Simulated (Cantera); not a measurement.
Cantera run, input and output.

```python
import numpy as np
import cantera as ct

gas = ct.Solution("gri30.yaml", transport_model="multicomponent")
show = ['CH3', 'H', 'CO2']

rows = []
print(f"{'T/K':>7s}{'rho':>11s}{'cp':>10s}{'mu':>11s}{'lambda':>11s}{'Pr':>7s}" + "".join(f"{'D_' + s:>11s}" for s in show))
for T in [400, 600, 800, 1000, 1200, 1400]:
    gas.TPX = T, 46, {'NO': 0.19, 'H2O': 0.44}
    Pr = gas.cp_mass * gas.viscosity / gas.thermal_conductivity
    D = [gas.mix_diff_coeffs_mole[gas.species_index(s)] for s in show]
    rows.append([gas.density, gas.cp_mass, gas.viscosity, gas.thermal_conductivity, Pr, *D])
    print(f"{T:7g}{gas.density:11.4e}{gas.cp_mass:10.1f}{gas.viscosity:11.4e}"
          f"{gas.thermal_conductivity:11.4e}{Pr:7.3f}" + "".join(f"{d:11.4e}" for d in D))
print("SI units: kg/m3, J/kg/K, Pa s, W/m/K, m2/s")
```

Result:

```
    T/K        rho        cp         mu     lambda     Pr      D_CH3        D_H      D_CO2
    400 2.9919e-04    1524.2 1.6829e-05 3.7150e-02  0.690 8.7484e-02 4.8298e-01 6.1246e-02
    600 1.9946e-04    1608.2 2.4569e-05 5.8289e-02  0.678 1.8358e-01 1.0136e+00 1.3186e-01
    800 1.4959e-04    1707.5 3.1887e-05 8.0687e-02  0.675 3.0540e-01 1.6864e+00 2.2291e-01
   1000 1.1968e-04    1807.2 3.8794e-05 1.0390e-01  0.675 4.4979e-01 2.4838e+00 3.3169e-01
   1200 9.9730e-05    1901.6 4.5325e-05 1.2759e-01  0.676 6.1468e-01 3.3945e+00 4.5644e-01
   1400 8.5483e-05    1986.2 5.1521e-05 1.5125e-01  0.677 7.9861e-01 4.4102e+00 5.9590e-01
SI units: kg/m3, J/kg/K, Pa s, W/m/K, m2/s
```

Computed with Cantera and GRI-Mech 3.0 (53 species, 325 reactions). Polar gases are described roughly by these parameters. The composition is frozen, though it would react at the higher temperatures.
